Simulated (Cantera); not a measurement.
A Cantera script and what it prints.

```python
import numpy as np
import cantera as ct

gas_names = """
    CL2
""".split()
cond_names = """
    Ti(a) Ti(b) Ti(L) TiCL4(L) Sr(a) Sr(b) Sr(L) SrCL2(a) SrCL2(b) SrCL2(L) Fe(a) Fe(c) Fe(d) Fe(L)
    FeCL2(s) FeCL2(L)
""".split()


# ... load() reads the species with a 1 bar reference pressure and builds the phases ...
species = {s.name: s for s in load("nasa_gas.yaml", gas_names) + load("nasa_condensed.yaml", cond_names)}
# Each term lists the table entries of one substance; the one whose range holds T is used.
reactions = {
    '0.5 Ti + Cl2(g) = 0.5 TiCl4':
        [(-0.5, ['Ti(a)', 'Ti(b)', 'Ti(L)']), (-1, ['CL2']), (0.5, ['TiCL4(L)'])],
    'Sr + Cl2(g) = SrCl2':
        [(-1, ['Sr(a)', 'Sr(b)', 'Sr(L)']), (-1, ['CL2']), (1, ['SrCL2(a)', 'SrCL2(b)', 'SrCL2(L)'])],
    'Fe + Cl2(g) = FeCl2':
        [(-1, ['Fe(a)', 'Fe(c)', 'Fe(d)', 'Fe(L)']), (-1, ['CL2']), (1, ['FeCL2(s)', 'FeCL2(L)'])],
}


def pick(names, T):
    return next(species[n] for n in names if species[n].thermo.min_temp <= T <= species[n].thermo.max_temp)


results = []
for label, terms in reactions.items():
    print(label)
    print("     T/K   dH/kJ  dS/(J/K)   dG/kJ   log10 K")
    for T in [300, 450, 460, 470, 480, 490, 500, 510, 520, 530, 540]:
        used = [(nu, pick(names, T)) for nu, names in terms]
        dH = sum(nu * s.thermo.h(T) for nu, s in used) / 1e6
        dS = sum(nu * s.thermo.s(T) for nu, s in used) / 1e3
        dG = dH - T * dS / 1e3
        logK = -dG * 1e6 / (ct.gas_constant * T * np.log(10))
        results.append((label, T, dH, dS, dG, logK, [s.name for _, s in used]))
        print(f"{T:8g} {dH:8.1f} {dS:8.1f} {dG:8.1f} {logK:8.2f}")
```

Output:

```
0.5 Ti + Cl2(g) = 0.5 TiCl4
     T/K   dH/kJ  dS/(J/K)   dG/kJ   log10 K
     300   -402.0   -112.1   -368.4    64.15
     450   -398.3   -102.0   -352.4    40.91
     460   -398.1   -101.4   -351.4    39.90
     470   -397.8   -100.9   -350.4    38.94
     480   -397.6   -100.4   -349.4    38.02
     490   -397.4    -99.9   -348.4    37.14
     500   -397.1    -99.5   -347.4    36.29
     510   -396.9    -99.0   -346.4    35.48
     520   -396.6    -98.5   -345.4    34.70
     530   -396.4    -98.1   -344.4    33.95
     540   -396.2    -97.6   -343.5    33.22
Sr + Cl2(g) = SrCl2
     T/K   dH/kJ  dS/(J/K)   dG/kJ   log10 K
     300   -828.8   -163.2   -779.9   135.79
     450   -826.5   -156.9   -755.9    87.74
     460   -826.4   -156.6   -754.3    85.66
     470   -826.2   -156.2   -752.8    83.66
     480   -826.0   -155.9   -751.2    81.75
     490   -825.9   -155.5   -749.7    79.91
     500   -825.7   -155.2   -748.1    78.15
     510   -825.5   -154.9   -746.6    76.46
     520   -825.4   -154.5   -745.0    74.84
     530   -825.2   -154.2   -743.5    73.27
     540   -825.0   -153.9   -741.9    71.77
Fe + Cl2(g) = FeCl2
     T/K   dH/kJ  dS/(J/K)   dG/kJ   log10 K
     300   -341.8   -132.3   -302.1    52.60
     450   -339.3   -125.5   -282.8    32.83
     460   -339.1   -125.2   -281.6    31.97
     470   -339.0   -124.8   -280.3    31.15
     480   -338.8   -124.5   -279.1    30.37
     490   -338.7   -124.2   -277.8    29.61
     500   -338.5   -123.9   -276.6    28.89
     510   -338.4   -123.6   -275.3    28.20
     520   -338.2   -123.3   -274.1    27.53
     530   -338.0   -123.0   -272.9    26.89
     540   -337.9   -122.7   -271.6    26.28
```

Standard-state values (1 bar) from the NASA 1993 polynomials, evaluated with Cantera. Condensed species are held in their standard states even where they would react or evaporate.
